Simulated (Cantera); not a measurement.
Silicon etching in halogen gases: Si + HCl + N2

Feed: 1 mol Si, a varied amount of HCl, 20 mol N2, equilibrated at 1125 K and 3.00 mbar.

Cantera equilibrium calculation (NASA polynomials, part measured and part estimated; ideal gas, pure solids and liquids). Candidate condensed phases: NH4Cl, Si, Si3N4; 28 gas species. N2 is the only nitrogen source here; it is nearly inert below about 1500 K, so the nitride shown seldom forms there in practice. The tables' values for SiCl3 are old estimates; treat these amounts as uncertain. Rates play no part.

| n(HCl) (mol) | log p N2 | log p HCl | log p H2 | log p SiCl4 | log p SiCl3 | log p SiCl2 | n Si3N4(s) |
|---|---|---|---|---|---|---|---|
| 3.2 | -2.58 | -3.51 | -4.24 | -4.55 | -6.06 | -6.48 | 0.260 |
| 5.5 | -2.62 | -3.33 | -3.99 | -4.31 | -5.87 | -6.35 | 0.192 |
| 7.9 | -2.66 | -3.23 | -3.85 | -4.16 | -5.75 | -6.26 | 0.117 |
| 10 | -2.69 | -3.17 | -3.76 | -4.07 | -5.68 | -6.21 | 0.0480 |
| 13 | -2.73 | -3.07 | -3.73 | -4.04 | -5.73 | -6.34 | 0 |
| 15 | -2.75 | -3.01 | -3.76 | -4.06 | -5.83 | -6.51 | 0 |
| 17 | -2.78 | -2.96 | -3.78 | -4.09 | -5.91 | -6.65 | 0 |
| 20 | -2.81 | -2.91 | -3.82 | -4.12 | -6.02 | -6.83 | 0 |
| 22 | -2.83 | -2.88 | -3.84 | -4.14 | -6.08 | -6.93 | 0 |
| 25 | -2.87 | -2.84 | -3.87 | -4.17 | -6.16 | -7.06 | 0 |
| 27 | -2.88 | -2.82 | -3.89 | -4.19 | -6.21 | -7.14 | 0 |
log p: log10 of the partial pressure in bar; n: condensed amount in mol.

From 3.2 mol HCl to 10 mol HCl the condensed part is Si3N4(s). From 13 mol HCl to 27 mol HCl nothing is condensed. The main Si-bearing gas is SiCl4 throughout.
